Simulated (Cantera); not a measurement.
Feed: 1 mol SiCl4, 14 mol H2, equilibrated at 1098 K.

Cantera equilibrium calculation (NASA polynomials, part measured and part estimated; ideal gas, pure solids and liquids). Candidate condensed phases: Si; 19 gas species. The numbers say what is thermodynamically allowed, not how fast it happens.

### Question
Which condensed phases are stable at each of these points (P (Pa)): 100, 460, 2100, 9600, 44000, 200000?

### Answer
| P (Pa) | condensed phases | Si condensed (%) |
|---|---|---|
| 100 | Si(s) | 16.6 |
| 460 | Si(s) | 13.7 |
| 2100 | Si(s) | 9.2 |
| 9600 | Si(s) | 3.7 |
| 44000 | gas only | 0.0 |
| 200000 | gas only | 0.0 |

From 0.00100 bar to 0.0960 bar the condensed part is Si(s). From 0.440 bar to 2.00 bar nothing is condensed.
